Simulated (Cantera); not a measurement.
Gas mixture: H2O : N2O = 0.79 : 0.65 (molar parts), at 0.168 atm, frozen composition.

Cantera's kinetic-theory transport with the Lennard-Jones parameters of GRI-Mech 3.0, ideal gas; thermal conductivity in the mixture-averaged form. Polar gases are described roughly by these parameters. The composition is frozen, though it would react at the higher temperatures.

One state of this run: ρ (kg/m³) = 0.0420; cp (J/kg/K) = 1753; μ (µPa s) = 52.6; λ (mW/m/K) = 137; Pr = 0.672; D (cm²/s) CH3 = 20.0; D (cm²/s) N2 = 18.2; D (cm²/s) OH = 28.1. D: mixture-averaged diffusion coefficient of that species in the mixture.

Task: Which value of T (K) does it belong to?
A) 400
B) 1450
C) 1150
D) 1300

Result: B, 1450
